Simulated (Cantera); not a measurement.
Charge: 1 mol SiO2, 0.76 mol N2, equilibrated at 1950 K and 1 atm.

Equilibrium computed with Cantera from the NASA thermochemical tables; the gas is ideal and each condensed phase is pure. Candidate condensed phases: Si, SiO2, Si2N2O, Si3N4; 16 gas species. The tables hold silica as quartz up to 1696 K and as liquid above; real silica turns to tridymite and cristobalite and melts near 1996 K. Equilibrium is a limit: real reactors are often held back by kinetics, nucleation or transport.

Base state: N2 1.000, SiO 1.06e-5 (mole fractions); condensed: SiO2(condensed).

Q: What changes in the equilibrium state with this change: 0.0038 mol NH3 added?

A: 
```
species                before     after
--------------------  -------  --------
N2                      1.000     0.992
H2                          0   0.00691
SiO                   1.06e-5  0.000470
H2O                         0  0.000469
H                           0   9.46e-5
SiO2(condensed), mol    1.000     1.000
```
Further candidate phases: H2O.
